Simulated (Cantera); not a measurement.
Charge: 1 mol C, 0.054 mol CO₂, 15 mol H₂, 0.81 mol H₂O, equilibrated at 0.100 bar.

Method: chemical equilibrium by Gibbs-energy minimisation in Cantera with the NASA 1993 tables (ideal gas, pure condensed phases). Candidate condensed phases: C, C₆H₆, C₇H₈, C₈H₁₈, H₂O; 110 gas species. Rates play no part. All values below are at 2973 K.

Base state: H₂ 0.597, H 0.355, CO 0.0451, C₂H₂ (acetylene) 0.00286, C₂H 0.000281, C 0.000113, C₃ 5.63e-5, C₂ 1.97e-5 (mole fractions); condensed: gas only.

### Question
What changes in the equilibrium state with this change: CO₂ from 0.054 to 5.4 mol?

### Answer
```json
[
 {"species": "H₂", "before": "0.597", "after": "0.320"},
 {"species": "H", "before": "0.355", "after": "0.260"},
 {"species": "CO", "before": "0.0451", "after": "0.228"},
 {"species": "H₂O", "before": "8.57e-8", "after": "0.127"},
 {"species": "CO₂", "before": "<1e-9", "after": "0.0124"},
 {"species": "O", "before": "6.06e-9", "after": "0.0168"},
 {"species": "OH", "before": "1.66e-8", "after": "0.0337"},
 {"species": "C₂H₂ (acetylene)", "before": "0.00286", "after": "<1e-9"},
 {"species": "O₂", "before": "<1e-9", "after": "0.00266"},
 {"species": "C₂H", "before": "0.000281", "after": "<1e-9"},
 {"species": "C", "before": "0.000113", "after": "<1e-9"},
 {"species": "C₃", "before": "5.63e-5", "after": "<1e-9"}
]
```

### Question
What changes in the equilibrium state with this change: pressure from 0.100 bar to 0.0133 bar?

### Answer
```csv
species,before,after
H,0.355,0.674
H₂,0.597,0.287
CO,0.0451,0.0363
C,0.000113,0.000786
C₂,1.97e-5,0.000127
C₃,5.63e-5,0.000336
C₂H₂ (acetylene),0.00286,0.00118
CH₂,1.08e-5,4.80e-6
```
